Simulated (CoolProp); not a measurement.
The numbers come from the reference Helmholtz-energy equation of state, McLinden 2015 in CoolProp.

Task: Give the vapour pressure (bar), vapour density (kg/m³), enthalpy of vaporisation (kJ/kg), liquid cp (kJ/(kg K)) of saturated the fluoroketone C6F12O (FK-5-1-12) at 329.7, 342.1, 366.8 K.

Result: 
| T (K) | p (bar) | vapour density (kg/m³) | enthalpy of vaporisation (kJ/kg) | liquid cp (kJ/(kg K)) |
|---|---|---|---|---|
| 329.7 | 1.31 | 16.3 | 85.7 | 1.13 |
| 342.1 | 1.93 | 23.8 | 81.7 | 1.14 |
| 366.8 | 3.82 | 47.3 | 72.9 | 1.19 |
